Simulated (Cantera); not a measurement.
Standard-state values (1 bar) from the NASA 1993 polynomials, evaluated with Cantera. Values are per mole of reaction as written; species without (g) are pure solids or liquids, kept so even where they would boil at 1 bar.

C2H6(g) → 2 H(g) + C2H4(g)

```
T (K)  ΔH° (kJ)  ΔS° (J/K)  ΔG° (kJ)  log10 K
-----  --------  ---------  --------  -------
300       572.4      219.7     506.5   -88.19
1825      593.8      253.1     131.8    -3.77
1925      594.0      253.3     106.5    -2.89
2025      594.2      253.4      81.1    -2.09
2125        ___        ___       ___      ___
2225      594.5      253.5      30.4    -0.71
2325        ___        ___       ___      ___
2425        ___        ___       ___      ___
2525        ___        ___       ___      ___
2625      594.4      253.5     -71.0     1.41
```

Task: Fill in the missing entries.

Result: 
- 2125, ΔH° (kJ): 594.4
- 2125, ΔS° (J/K): 253.4
- 2125, ΔG° (kJ): 55.8
- 2125, log10 K: -1.37
- 2325, ΔH° (kJ): 594.5
- 2325, ΔS° (J/K): 253.5
- 2325, ΔG° (kJ): 5.1
- 2325, log10 K: -0.11
- 2425, ΔH° (kJ): 594.5
- 2425, ΔS° (J/K): 253.5
- 2425, ΔG° (kJ): -20.3
- 2425, log10 K: 0.44
- 2525, ΔH° (kJ): 594.5
- 2525, ΔS° (J/K): 253.5
- 2525, ΔG° (kJ): -45.6
- 2525, log10 K: 0.94
